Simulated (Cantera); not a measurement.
Cantera run:

```python
import numpy as np
import cantera as ct

gas_names = """
    H H2 N NH NH2 NH3 N2 N2H2 N2H4 Si SiH SiH2 SiH3 SiH4 SiN Si2 Si2N Si3
""".split()
cond_names = """
    Si(cr) Si(L) Si3N4(a)
""".split()


def load(file, names, dense=False):
    # The tables refer to 1 bar. Condensed volumes are neglected.
    table = {s.name: s for s in ct.Species.list_from_file(file)}
    out = []
    for n in names:
        d = dict(table[n].input_data)
        d["thermo"] = dict(d["thermo"], **{"reference-pressure": 1e5})
        if dense:
            d["equation-of-state"] = {"model": "constant-volume", "density": "1e6 g/cm^3"}
        out.append(ct.Species.from_dict(d))
    return out


gas = ct.Solution(thermo="ideal-gas", species=load("nasa_gas.yaml", gas_names))
cond = {s.name: ct.Solution(thermo="fixed-stoichiometry", species=[s], name=s.name)
        for s in load("nasa_condensed.yaml", cond_names, dense=True)}
atoms = {
    'Si3N4': {'Si': 3, 'N': 4},
    'H2': {'H': 2},
}
top_T = {'Si3N4(a)': 2400}  # K; cautious upper limits of use, not melting points


def equilibrate(T, P, feed):
    n = {}
    for name, mol in feed.items():
        for a, k in atoms[name].items():
            n[a] = n.get(a, 0.0) + k * mol
    gas.TPX = T, P, n
    mass = sum(n.values()) * gas.mean_molecular_weight
    gas.equilibrate("TP")
    valid = [c for c in cond.values() if c.min_temp <= T <= top_T.get(c.name, c.max_temp)]
    mix = ct.Mixture([(gas, mass / gas.mean_molecular_weight)] + [(c, 0.0) for c in valid])
    mix.T, mix.P = T, P
    mix.equilibrate("TP", solver="vcs", rtol=1e-11, max_steps=5000)
    return mix


results = []
feed = {'Si3N4': 1, 'H2': 27}  # mol
P = 2800  # Pa
for T in [1223, 1373, 1523, 1673, 1823, 1973, 2123]:
    mix = equilibrate(T, P, feed)
    results.append((T, P, feed, dict(zip(mix.species_names, mix.species_moles))))

top = {s: max(r[3][s] / sum(r[3][g] for g in gas_names) for r in results) for s in gas_names}
cols = sorted((s for s in top if top[s] > 0.001), key=lambda s: -top[s])[:5]
seen = [c for c in cond_names if any(r[3].get(c, 0) > 1e-12 for r in results)]
print("log10 of partial pressures in bar; condensed amounts in mol")
print(f"{'T/K':>10s}" + "".join(f"{s[:9]:>10s}" for s in cols + seen))
for T, P, feed, n in results:
    ng = sum(n[g] for g in gas_names)
    print(f"{T:10.4g}" + "".join(f"{np.log10(max(n[s] / ng * P / 1e5, 1e-99)):10.3f}" for s in cols)
          + "".join(f"{n.get(c, 0):10.4g}" for c in seen))
```

Output:

```
log10 of partial pressures in bar; condensed amounts in mol
       T/K        H2        N2         H        Si    Si(cr)     Si(L)  Si3N4(a)
      1223    -1.553    -7.241    -7.298   -11.492 8.212e-05         0         1
      1373    -1.553    -5.513    -6.254    -9.411  0.004437         0    0.9985
      1523    -1.554    -4.131    -5.413    -7.744    0.1073         0    0.9642
      1673    -1.569    -3.002    -4.728    -6.379     1.492         0    0.5022
      1823    -1.585    -2.715    -4.156    -5.355         0     2.993         0
      1973    -1.588    -2.717    -3.664    -4.501         0     2.959         0
      2123    -1.596    -2.722    -3.243    -3.770         0     2.789         0
```

These are equilibrium values from Cantera (NASA tables, ideal gas, pure condensed phases), not measurements of a reactor. Mutual solubility and eutectic melting of coexisting phases are not modelled. The tables' values for SiN are old estimates; treat these amounts as uncertain. Gases not in the tables: Si2H6 and higher silanes.
